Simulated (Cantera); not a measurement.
An isothermal, constant-pressure homogeneous reactor starts with C2H6 : N2 = 1 : 7.7 (molar parts), at 1600 K and 71000 Pa. Integrator tolerance rtol = 1e-08.

Model: GRI-Mech 3.0 (53 species, 325 reactions), integrated in Cantera. GRI-Mech 3.0 stops at C3 and has no aromatics, soot or wall deposition, so with more carbon than oxygen in the feed, carbon stays in small species such as C2H2 where larger ones or solid carbon would form.

What does this change do: 0.65 parts H2O added?


| quantity | before | after |
|---|---|---|
| x(C2H6) at 200 s | 6.83e-7 (gas-phase equilibrium 3.47e-7) | 7.13e-7 (gas-phase equilibrium 3.12e-7) |
| x(HCN) at 200 s | 5.58e-6 (gas-phase equilibrium 0.0934) | 4.70e-6 (gas-phase equilibrium 0.0631) |
| x(CH2) at 200 s | 2.23e-9 (gas-phase equilibrium 1.58e-9) | 1.97e-9 (gas-phase equilibrium 1.29e-9) |
| x(C2H) at 200 s | 4.65e-8 (gas-phase equilibrium 2.29e-8) | 2.35e-8 (gas-phase equilibrium 9.98e-9) |
| x(H2) at 200 s | 0.179 (gas-phase equilibrium 0.182) | 0.240 (gas-phase equilibrium 0.243) |
| x(C2H2) at 200 s | 0.0903 (gas-phase equilibrium 0.0447) | 0.0527 (gas-phase equilibrium 0.0225) |
| x(CH3) at 200 s | 1.56e-5 (gas-phase equilibrium 1.11e-5) | 1.59e-5 (gas-phase equilibrium 1.05e-5) |

What does this change do: N2 7.7 to 2.1 parts?


| quantity | before | after |
|---|---|---|
| x(C2H6) at 200 s | 6.83e-7 (gas-phase equilibrium 3.47e-7) | 5.84e-6 (gas-phase equilibrium 4.18e-6) |
| x(HCN) at 200 s | 5.58e-6 (gas-phase equilibrium 0.0934) | 4.55e-6 (gas-phase equilibrium 0.116) |
| x(CH2) at 200 s | 2.23e-9 (gas-phase equilibrium 1.58e-9) | 4.56e-9 (gas-phase equilibrium 3.83e-9) |
| x(C2H) at 200 s | 4.65e-8 (gas-phase equilibrium 2.29e-8) | 6.69e-8 (gas-phase equilibrium 4.64e-8) |
| x(H2) at 200 s | 0.179 (gas-phase equilibrium 0.182) | 0.366 (gas-phase equilibrium 0.370) |
| x(C2H2) at 200 s | 0.0903 (gas-phase equilibrium 0.0447) | 0.185 (gas-phase equilibrium 0.129) |
| x(CH3) at 200 s | 1.56e-5 (gas-phase equilibrium 1.11e-5) | 4.55e-5 (gas-phase equilibrium 3.85e-5) |

What does this change do: temperature 1600 to 1075 K?


| quantity | before | after |
|---|---|---|
| x(C2H6) at 200 s | 6.83e-7 (gas-phase equilibrium 3.47e-7) | 0.00196 (gas-phase equilibrium 0.000221) |
| x(HCN) at 200 s | 5.58e-6 (gas-phase equilibrium 0.0934) | <1e-12 (gas-phase equilibrium 0.0304) |
| x(CH2) at 200 s | 2.23e-9 (gas-phase equilibrium 1.58e-9) | <1e-12 (gas-phase equilibrium <1e-12) |
| x(C2H) at 200 s | 4.65e-8 (gas-phase equilibrium 2.29e-8) | <1e-12 (gas-phase equilibrium <1e-12) |
| x(H2) at 200 s | 0.179 (gas-phase equilibrium 0.182) | 0.0580 (gas-phase equilibrium 0.0195) |
| x(C2H2) at 200 s | 0.0903 (gas-phase equilibrium 0.0447) | 0.0136 (gas-phase equilibrium 0.0134) |
| x(CH3) at 200 s | 1.56e-5 (gas-phase equilibrium 1.11e-5) | 5.74e-7 (gas-phase equilibrium 2.61e-7) |
